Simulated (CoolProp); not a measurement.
The fluid at 298.15 K and 0.01 MPa expands adiabatically to 0.0017 MPa with isentropic efficiency 0.9. The same conditions are run with several fluids, on thermodynamics alone (safety and materials aside).

Values from CoolProp's reference Helmholtz-energy equation of state of each fluid (R113: Marx 1992; dry air: Lemmon 2000; isobutene: Lemmon 2005; methanol: de Reuck 1993; R141b: Lemmon 2006). Blends and air are pseudo-pure fits.

Problem. Rank R113, dry air, isobutene, methanol, R141b by work (kJ/kg), highest first.

Solution. methanol (110), dry air (107), isobutene (64.6), R141b (31.0), R113 (19.8)

```csv
fluid,final temperature (K),final phase,final density (kg/m³)
R113,266.5,gas,0.144
dry air,191.4,gas,0.0309
isobutene,254.8,gas,0.0451
methanol,260.1,"two-phase, vapour fraction 0.954",0.0267
R141b,254.9,gas,0.0939
```
